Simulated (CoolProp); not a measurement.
Saturation properties of tetrahydrofuran (Tc = 267.0 °C, pc = 5.304 MPa, ω = 0.234).

Computed with CoolProp (reference Helmholtz-energy equation of state, Fiedler 2023).

```json
[
 {"T (°C)": "11.75", "p (MPa)": "0.01171", "liquid density (kg/m³)": "896.4", "vapour density (kg/m³)": "0.3583"},
 {"T (°C)": "31.25", "p (MPa)": "0.02827", "liquid density (kg/m³)": "875.0", "vapour density (kg/m³)": "0.8142"},
 {"T (°C)": "50.85", "p (MPa)": "0.06051", "liquid density (kg/m³)": "853.1", "vapour density (kg/m³)": "1.651"},
 {"T (°C)": "70.35", "p (MPa)": "0.1167", "liquid density (kg/m³)": "830.6", "vapour density (kg/m³)": "3.042"},
 {"T (°C)": "89.85", "p (MPa)": "0.2075", "liquid density (kg/m³)": "807.4", "vapour density (kg/m³)": "5.206"},
 {"T (°C)": "109.45", "p (MPa)": "0.3459", "liquid density (kg/m³)": "783.1", "vapour density (kg/m³)": "8.426"},
 {"T (°C)": "128.95", "p (MPa)": "0.5441", "liquid density (kg/m³)": "757.7", "vapour density (kg/m³)": "12.99"},
 {"T (°C)": "148.55", "p (MPa)": "0.8194", "liquid density (kg/m³)": "730.6", "vapour density (kg/m³)": "19.37"},
 {"T (°C)": "168.05", "p (MPa)": "1.185", "liquid density (kg/m³)": "701.6", "vapour density (kg/m³)": "28.07"},
 {"T (°C)": "187.65", "p (MPa)": "1.662", "liquid density (kg/m³)": "669.6", "vapour density (kg/m³)": "40.07"},
 {"T (°C)": "207.15", "p (MPa)": "2.268", "liquid density (kg/m³)": "633.3", "vapour density (kg/m³)": "56.76"},
 {"T (°C)": "226.75", "p (MPa)": "3.033", "liquid density (kg/m³)": "589.3", "vapour density (kg/m³)": "81.46"}
]
```

It boils at 65.9 °C under 1 atm.
